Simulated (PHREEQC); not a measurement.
# Leach liquor (model solution)

A solution holds 0.0098 mol HCl, 8.6e-05 mol ZnSO4 and 3.2e-05 mol MgSO4 per kg of water, at 30 °C. Closed to the air; pH follows from the charge balance.

All values are PHREEQC results (ion-association model, wateq4f.dat), not measurements.

No solid was allowed to form.

What pH does the model give?

pH 2.05.

In which forms is Zn present?

Zn+2 97 %, ZnCl+ 2.1 %, ZnSO4 0.7 % of the Zn.

Species that the database lacks are ignored.
